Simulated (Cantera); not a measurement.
Feed: 1 mol CaCl₂, 61 mol N₂, held at 133 Pa.

These are equilibrium values from Cantera (NASA tables, ideal gas, pure condensed phases), not measurements of a reactor. Candidate condensed phases: Ca, CaCl₂; 8 gas species. Rates play no part.

**Question.** Which condensed phases are stable at each of these points (T (°C)): 352, 452, 552, 652, 752, 852, 952, 1052, 1152, 1252, 1352, 1452, 1552?

**Answer.** 
| T (°C) | condensed phases | Ca condensed (%) |
|---|---|---|
| 352 | CaCl₂(s) | 100.0 |
| 452 | CaCl₂(s) | 100.0 |
| 552 | CaCl₂(s) | 100.0 |
| 652 | CaCl₂(s) | 100.0 |
| 752 | CaCl₂(s) | 99.7 |
| 852 | CaCl₂(l) | 95.0 |
| 952 | CaCl₂(l) | 43.3 |
| 1052 | gas only | 0.0 |
| 1152 | gas only | 0.0 |
| 1252 | gas only | 0.0 |
| 1352 | gas only | 0.0 |
| 1452 | gas only | 0.0 |
| 1552 | gas only | 0.0 |

From 352 °C to 752 °C the condensed part is CaCl₂(s). From 852 °C to 952 °C the condensed part is CaCl₂(l). From 1052 °C to 1552 °C nothing is condensed.
